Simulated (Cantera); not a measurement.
An isothermal, constant-pressure homogeneous reactor starts with 0.286 % CO, 0.356 % O₂, 0.573 % H₂O, 98.8 % N₂, at 1023 K and 0.132 atm.

Detailed kinetics in Cantera: GRI-Mech 3.0 (53 species, 325 reactions).

x: mole fraction; the columns are a selection and need not sum to one.

```tsv
t (s)	x CO	x O₂	x H₂O	x H₂	x CO₂	x H₂O₂
5.00e-5	0.00286	0.00356	0.00573	<1e-12	<1e-12	<1e-12
0.000134	0.00286	0.00356	0.00573	<1e-12	<1e-12	<1e-12
0.000360	0.00286	0.00356	0.00573	<1e-12	<1e-12	<1e-12
0.000967	0.00286	0.00356	0.00573	<1e-12	2.40e-12	<1e-12
0.00260	0.00286	0.00356	0.00573	<1e-12	6.69e-12	<1e-12
0.00697	0.00286	0.00356	0.00573	<1e-12	2.13e-11	<1e-12
0.0187	0.00286	0.00356	0.00573	3.60e-12	1.09e-10	<1e-12
0.0502	0.00286	0.00356	0.00573	1.53e-10	2.45e-9	<1e-12
0.135	0.00286	0.00355	0.00573	[?]	[?]	5.61e-10
0.362	[?]	[?]	0.00559	[?]	[?]	[?]
0.971	4.91e-5	0.00215	0.00572	8.55e-6	0.00282	1.28e-8
2.61	6.05e-6	0.00213	0.00574	9.61e-7	0.00286	2.98e-9
7.00	7.53e-7	0.00213	0.00574	1.27e-7	0.00287	5.33e-10
```

**Question.** What belongs in the gaps?

**Answer.** 
- 0.135, x H₂: 3.99e-7
- 0.135, x CO₂: 5.33e-6
- 0.362, x CO: 0.000634
- 0.362, x O₂: 0.00248
- 0.362, x H₂: 8.19e-5
- 0.362, x CO₂: 0.00223
- 0.362, x H₂O₂: 1.66e-8
